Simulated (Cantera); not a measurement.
An isothermal, constant-pressure homogeneous reactor starts with NH3 : H2 = 1 : 0.13 (molar parts), at 1975 K and 0.0237 atm. Integrator tolerance rtol = 1e-08.

Detailed kinetics in Cantera: the gas-phase N/H chemistry of the illustrative SiF4/NH3 mechanism in the Surface Chemkin manual (1991). Walls and surfaces, which speed up NH3 decomposition in real reactors, are not modelled.

Question: What does this change do: pressure from 0.0237 atm to 0.132 atm?

Answer: 
```tsv
quantity	before	after
x(NH3) at 3.00 s	0.0753 (gas-phase equilibrium 1.60e-7)	0.000463 (gas-phase equilibrium 8.97e-7)
x(H2) at 3.00 s	0.709 (gas-phase equilibrium 0.758)	0.762 (gas-phase equilibrium 0.762)
x(H) at 3.00 s	0.000769 (gas-phase equilibrium 0.00774)	0.00315 (gas-phase equilibrium 0.00329)
x(N2) at 3.00 s	0.215 (gas-phase equilibrium 0.234)	0.234 (gas-phase equilibrium 0.234)
x(N2H2) at 3.00 s	4.13e-7 (gas-phase equilibrium <1e-12)	5.50e-10 (gas-phase equilibrium <1e-12)
x(N) at 3.00 s	1.04e-6 (gas-phase equilibrium 1.95e-9)	3.74e-7 (gas-phase equilibrium 8.27e-10)
```

Question: What does this change do: temperature 1975 to 1275 K?

Answer: 
```tsv
quantity	before	after
x(NH3) at 3.00 s	0.0753 (gas-phase equilibrium 1.60e-7)	0.885 (gas-phase equilibrium 1.05e-6)
x(H2) at 3.00 s	0.709 (gas-phase equilibrium 0.758)	0.115 (gas-phase equilibrium 0.765)
x(H) at 3.00 s	0.000769 (gas-phase equilibrium 0.00774)	2.96e-7 (gas-phase equilibrium 4.19e-6)
x(N2) at 3.00 s	0.215 (gas-phase equilibrium 0.234)	2.20e-6 (gas-phase equilibrium 0.235)
x(N2H2) at 3.00 s	4.13e-7 (gas-phase equilibrium <1e-12)	4.66e-8 (gas-phase equilibrium <1e-12)
x(N) at 3.00 s	1.04e-6 (gas-phase equilibrium 1.95e-9)	1.72e-11 (gas-phase equilibrium <1e-12)
```
